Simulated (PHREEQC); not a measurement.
0.051 g of hydrous ferric oxide (600 m²/g; 0.2 weak and 0.005 strong sites per Fe, Dzombak-Morel constants, diffuse double layer) in 1 kg of water with 0.05 mol/kgw of an inert sodium salt and 2.7e-05 mol/kgw PbCl2, 9.1e-07 mol/kgw H3BO3 and 3.3e-07 mol/kgw SrCl2, at 25 °C; the pH is set by adding NaOH or the inert anion's acid. Oxygen alone is held at its pressure in air (log pO2 = -0.68). No CO2 enters from the air. Nothing may precipitate in this run.

The series has 13 steps of pH, from 4 to 12.

Equilibrium calculation in PHREEQC: ion-association model, wateq4f.dat.

Q: Near which pH is half of the Pb sorbed, and on which side is more sorbed?

A: Near pH 5.9, with more sorbed at higher pH.

Q: Near which pH is half of the Sr sorbed, and on which side is more sorbed?

A: Near pH 10.1, with more sorbed at higher pH.

Q: At which pH does the surface charge pass through zero?

A: Near pH 8.6.

Complexes and solids missing from the database can't appear.
